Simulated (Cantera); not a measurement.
A perfectly stirred reactor is fed with CH₄ : C₂H₆ : O₂ : N₂ = 1 : 0.041 : 3.9 : 14.7 (molar parts), equivalence ratio 0.55, at 101000 Pa; it is adiabatic with a 675 K inlet, and is followed from long to short residence time, starting on the burning branch (τ in s: 0.34, 0.15, 0.064, 0.028, 0.012, 0.0053, 0.0023, 0.00099, 0.00043, 0.00019, 8.2e-05, 3.6e-05).

Cantera simulation using GRI-Mech 3.0 (53 species, 325 reactions); the numbers are that mechanism's predictions, not measurements.

One state of this run: T (K) = 1835; x CH₄ = 4.62e-5; x C₂H₆ = 4.77e-7; x O₂ = 0.0893; x CO = 0.00209; x C₂H₂ = 2.40e-7. x: mole fraction; the columns are a selection and need not sum to one.

Question: Which value of τ (s) does it belong to?
(A) 0.15
(B) 0.00099
(C) 0.0053
(D) 0.00043

Answer: C, 0.0053
